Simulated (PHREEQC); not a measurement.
PHREEQC input (ion-association model, wateq4f.dat):

```
SOLUTION_MASTER_SPECIES
  An  An-  0  An  62.0  # stands for a non-complexing anion
SOLUTION_SPECIES
  An- = An-
    -log_k 0
    -gamma 3.0 0
PHASES
  Fix_H+
    H+ = H+
    -log_k 0
SOLUTION 1
  temp 25
  units mmol/kgw
  pH 7 charge
  Na 100
  An 100
END
SELECTED_OUTPUT 1
  -reset false
  -pH true
  -pe true
  -ionic_strength true
  -water true
  -totals Na
  -molalities Hfo_wOH Hfo_wOH2+ Hfo_wO- Hfo_sOH Hfo_sOH2+ Hfo_sO-
USER_PUNCH 1
  -headings sigma psi
  10 PUNCH EDL("sigma", "Hfo"), EDL("psi", "Hfo")
PRINT
  -reset false
USE solution 1
SURFACE 1
  Hfo_wOH 6.51685e-05 600 0.029
  Hfo_sOH 1.62921e-06
EQUILIBRIUM_PHASES 1
  Fix_H+ -4 HAn 10
    -force_equality true
  O2(g) -0.68 10
END
# ... the last block is repeated for the other 12 points of pH, with NaOH or the acid as the point needs
```

Selected output (columns that matter, 12 of 13 rows; pH added in front):

```
pH	mu	Na	m_Hfo_wOH	m_Hfo_wOH2+	m_Hfo_wO-	m_Hfo_sOH	m_Hfo_sOH2+	m_Hfo_sO-	sigma	psi
4	0.10015	0.1	8.6949e-06	5.6443e-05	3.0685e-08	2.1737e-07	1.4111e-06	7.6712e-10	0.32066	0.14657
4.5	0.10006	0.1	1.6963e-05	4.8069e-05	1.3713e-07	4.2407e-07	1.2017e-06	3.4282e-09	0.27245	0.13829
5	0.10003	0.1	2.6574e-05	3.8171e-05	4.2381e-07	6.6434e-07	9.5427e-07	1.0595e-08	0.21456	0.12616
5.5	0.10002	0.1	3.5269e-05	2.8914e-05	9.8558e-07	8.8173e-07	7.2284e-07	2.4639e-08	0.15875	0.11099
6	0.10001	0.1	4.1839e-05	2.1461e-05	1.8686e-06	1.046e-06	5.3652e-07	4.6715e-08	0.11137	0.093463
6.5	0.10001	0.1	4.6111e-05	1.6017e-05	3.0412e-06	1.1528e-06	4.0041e-07	7.6029e-08	0.073755	0.0739
7.5	0.1	0.1	4.9634e-05	9.7391e-06	5.795e-06	1.2409e-06	2.4348e-07	1.4487e-07	0.022419	0.029416
8	0.1	0.1	5.0013e-05	7.918e-06	7.237e-06	1.2503e-06	1.9795e-07	1.8092e-07	0.0038712	0.0053519
8.5	0.1	0.10001	4.9873e-05	6.4196e-06	8.8761e-06	1.2468e-06	1.6049e-07	2.219e-07	-0.013963	-0.018909
9	0.10002	0.10002	4.9121e-05	5.0065e-06	1.1041e-05	1.228e-06	1.2516e-07	2.7602e-07	-0.0343	-0.04249
9.5	0.10005	0.10005	4.7358e-05	3.6212e-06	1.4189e-05	1.184e-06	9.0529e-08	3.5472e-07	-0.060069	-0.064684
10	0.10014	0.10015	4.3981e-05	2.3528e-06	1.8834e-05	1.0995e-06	5.8819e-08	4.7086e-07	-0.093686	-0.085085
```
